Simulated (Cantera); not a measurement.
What does this Cantera script print?

```python
import numpy as np
import cantera as ct

gas_names = """
    Br Br2 H HBr HO2 H2 H2O H2O2 O OH O2 O3
""".split()
cond_names = """
    Br2(cr) Br2(L) H2O(s) H2O(L)
""".split()


def load(file, names, dense=False):
    # The tables refer to 1 bar. Condensed volumes are neglected.
    table = {s.name: s for s in ct.Species.list_from_file(file)}
    out = []
    for n in names:
        d = dict(table[n].input_data)
        d["thermo"] = dict(d["thermo"], **{"reference-pressure": 1e5})
        if dense:
            d["equation-of-state"] = {"model": "constant-volume", "density": "1e6 g/cm^3"}
        out.append(ct.Species.from_dict(d))
    return out


gas = ct.Solution(thermo="ideal-gas", species=load("nasa_gas.yaml", gas_names))
cond = {s.name: ct.Solution(thermo="fixed-stoichiometry", species=[s], name=s.name)
        for s in load("nasa_condensed.yaml", cond_names, dense=True)}
atoms = {
    'HBr': {'H': 1, 'Br': 1},
    'H2O': {'H': 2, 'O': 1},
    'H2': {'H': 2},
}
top_T = {}  # K; cautious upper limits of use, not melting points


def equilibrate(T, P, feed):
    n = {}
    for name, mol in feed.items():
        for a, k in atoms[name].items():
            n[a] = n.get(a, 0.0) + k * mol
    gas.TPX = T, P, n
    mass = sum(n.values()) * gas.mean_molecular_weight
    gas.equilibrate("TP")
    valid = [c for c in cond.values() if c.min_temp <= T <= top_T.get(c.name, c.max_temp)]
    mix = ct.Mixture([(gas, mass / gas.mean_molecular_weight)] + [(c, 0.0) for c in valid])
    mix.T, mix.P = T, P
    mix.equilibrate("TP", solver="vcs", rtol=1e-11, max_steps=5000)
    return mix


results = []
feed = {'HBr': 1, 'H2O': 1.7, 'H2': 0.71}  # mol
T = 2700  # K
P = 210000  # Pa
mix = equilibrate(T, P, feed)
results.append((T, P, feed, dict(zip(mix.species_names, mix.species_moles))))
x = sorted(zip(gas.X, gas.species_names), reverse=True)
print(f"T = {T:g} K  P = {P:g} Pa  gas = {mix.phase_moles(0):.4g} mol")
print("   x: " + "  ".join(f"{s} {v:.3e}" for v, s in x if v > 0.0001))
print("   condensed (mol): " + ("  ".join(f"{mix.phase(i).name} {mix.phase_moles(i):.4g}"
      for i in range(1, mix.n_phases) if mix.phase_moles(i) > 1e-12) or "none"))
```

Output:

```
T = 2700 K  P = 210000 Pa  gas = 3.66 mol
   x: H2O 4.541e-01  H2 2.434e-01  HBr 1.666e-01  Br 1.062e-01  H 1.935e-02  OH 9.239e-03  O 4.680e-04  O2 3.527e-04  Br2 1.984e-04
   condensed (mol): none
```

Method: chemical equilibrium by Gibbs-energy minimisation in Cantera with the NASA 1993 tables (ideal gas, pure condensed phases).
